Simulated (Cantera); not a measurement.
# Adiabatic ignition

An adiabatic, constant-volume homogeneous reactor starts with 4.91 % CO, 2.50 % H2, 7.56 % O2, 83.0 % N2, 2.01 % CO2, equivalence ratio 0.49, at 1700 K and 20.0 bar.

Model: GRI-Mech 3.0 (53 species, 325 reactions), integrated in Cantera. The hydrogen kinetics of GRI-Mech 3.0 are dated; newer H2 mechanisms differ, most at raised pressure. The pressure lies above the range GRI-Mech 3.0 was tuned for (to about 10 atm).

| t (s) | T (K) | P (bar) | x CO | x H2 | x O2 | x HO2 | x H |
|---|---|---|---|---|---|---|---|
| 4.00e-6 | 2046 | 23.6 | 0.0299 | 0.000691 | 0.0524 | 4.51e-5 | 0.000873 |
| 8.45e-6 | 2207 | 25.2 | 0.0145 | 0.000481 | 0.0455 | 1.88e-5 | 0.000426 |
| 1.79e-5 | 2305 | 26.2 | 0.00560 | 0.000224 | 0.0418 | 7.03e-6 | 0.000120 |
| 3.78e-5 | 2345 | 26.6 | 0.00210 | 0.000103 | 0.0405 | 3.80e-6 | 3.64e-5 |
| 7.98e-5 | 2355 | 26.7 | 0.00120 | 7.19e-5 | 0.0401 | 3.21e-6 | 2.19e-5 |
| 0.000169 | 2356 | 26.7 | 0.00112 | 6.96e-5 | 0.0400 | 3.16e-6 | 2.08e-5 |
| 0.000357 | 2355 | 26.7 | 0.00112 | 6.95e-5 | 0.0400 | 3.16e-6 | 2.08e-5 |
| 0.000754 | 2354 | 26.7 | 0.00112 | 6.93e-5 | 0.0398 | 3.14e-6 | 2.07e-5 |
| 0.00159 | 2353 | 26.7 | 0.00111 | 6.90e-5 | 0.0395 | 3.11e-6 | 2.05e-5 |
| 0.00337 | 2350 | 26.6 | 0.00110 | 6.84e-5 | 0.0390 | 3.05e-6 | 2.01e-5 |
| 0.00711 | 2345 | 26.6 | 0.00108 | 6.75e-5 | 0.0382 | 2.96e-6 | 1.95e-5 |
| 0.0150 | 2340 | 26.5 | 0.00106 | 6.65e-5 | 0.0372 | 2.86e-6 | 1.89e-5 |
| 0.0318 | 2336 | 26.5 | 0.00105 | 6.59e-5 | 0.0366 | 2.79e-6 | 1.85e-5 |
| 0.0672 | 2336 | 26.5 | 0.00105 | 6.58e-5 | 0.0365 | 2.78e-6 | 1.84e-5 |
| 0.142 | 2336 | 26.5 | 0.00105 | 6.58e-5 | 0.0365 | 2.78e-6 | 1.84e-5 |
| 0.300 | 2336 | 26.5 | 0.00105 | 6.58e-5 | 0.0365 | 2.78e-6 | 1.84e-5 |
x: mole fraction; the columns are a selection and need not sum to one.

```
Property                                                            Result
---------------------------------  ---------------------------------------
time of steepest temperature rise                                  1.66 µs
temperature at 0.300 s                                              2336 K
equilibrium temperature                                             2336 K
x(CO) at 0.300 s                   0.00105 (gas-phase equilibrium 0.00105)
x(H2) at 0.300 s                   6.58e-5 (gas-phase equilibrium 6.58e-5)
x(O2) at 0.300 s                     0.0365 (gas-phase equilibrium 0.0365)
```
